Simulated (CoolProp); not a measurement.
Properties of n-perfluorohexane at several states (Tc = 174.9 °C, pc = 1742 kPa, ω = 0.497).

Computed with CoolProp (reference Helmholtz-energy equation of state, Gao 2022).

```
T (°C)  p (kPa)   phase  density (kg/m³)  cv (kJ/(kg K))  Joule-Thomson coefficient (K/MPa)  isothermal compressibility (1/MPa)  expansivity (1/kK)  fugacity coefficient
------  -------  ------  ---------------  --------------  ---------------------------------  ----------------------------------  ------------------  --------------------
43.05       625  liquid             1625          0.8770                            -0.2363                            0.003411               1.858               0.09827
32.45      4920  liquid             1677          0.8627                            -0.2844                            0.002592               1.633               0.01174
164.25     63.3     gas            5.967          0.9709                              8.546                               16.02               2.403                0.9862
```
